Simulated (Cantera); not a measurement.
Charge: 1 mol SiH2Cl2, 0.32 mol Cl2, 12 mol H2, held at 1.33 mbar.

Cantera equilibrium calculation (NASA polynomials, part measured and part estimated; ideal gas, pure solids and liquids). Candidate condensed phases: Si; 19 gas species. The numbers say what is thermodynamically allowed, not how fast it happens.

Question: What share of the Si ends up in condensed phases as a function of T (°C), at 775, 875, 975, 1075, 1175, 1275, 1375?

Answer: 
```
T (°C)  Si condensed (%)     as
------  ----------------  -----
775                 47.6  Si(s)
875                 49.5  Si(s)
975                 47.4  Si(s)
1075                45.1  Si(s)
1175                43.1  Si(s)
1275                41.4  Si(s)
1375                39.6  Si(s)
```
